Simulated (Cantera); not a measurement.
An adiabatic, constant-volume homogeneous reactor starts with 38.7 % H₂, 12.9 % O₂, 48.4 % N₂, at 1700 K and 0.300 bar.

Cantera simulation using the H2/O2 subset of GRI-Mech 3.0, which has no nitrogen chemistry; the numbers are that mechanism's predictions, not measurements.

### Question
Predict: time of steepest temperature rise; temperature at 2.00 s; equilibrium temperature; x(H₂) at 2.00 s; x(O₂) at 2.00 s; x(O) at 2.00 s; x(H) at 2.00 s; x(HO₂) at 2.00 s; x(H₂O) at 2.00 s; x(OH) at 2.00 s.

### Answer
| Quantity | Result |
|---|---|
| time of steepest temperature rise | 24.3 µs |
| temperature at 2.00 s | 2911 K |
| equilibrium temperature | 2911 K |
| x(H₂) at 2.00 s | 0.143 (gas-phase equilibrium 0.143) |
| x(O₂) at 2.00 s | 0.00570 (gas-phase equilibrium 0.00570) |
| x(O) at 2.00 s | 0.00909 (gas-phase equilibrium 0.00909) |
| x(H) at 2.00 s | 0.0656 (gas-phase equilibrium 0.0656) |
| x(HO₂) at 2.00 s | 2.99e-6 (gas-phase equilibrium 2.99e-6) |
| x(H₂O) at 2.00 s | 0.225 (gas-phase equilibrium 0.225) |
| x(OH) at 2.00 s | 0.0319 (gas-phase equilibrium 0.0319) |
